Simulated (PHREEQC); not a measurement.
## Brackish or sea water: an equilibrium model

Model water analysis in mmol/kgw, 25 °C, pH 7.31:

```
constituent           mmol/kgw
--------------------  --------
Na                         551
K                         4.39
Ca                        9.53
Mg                        38.1
Cl                         512
S(6)                      75.6
Alkalinity (meq/kgw)     0.711
```

Valence states are taken as typed.

All values are PHREEQC results (Pitzer model, pitzer.dat), not measurements.

No solid was allowed to form.

Q: Predict the activity of water.

A: activity of water 0.981.

Q: In which forms is C present?

A: HCO3- 94 %, CO2 5.4 %, CO3-2 0.6 % of the C.

Species that the database lacks are ignored.
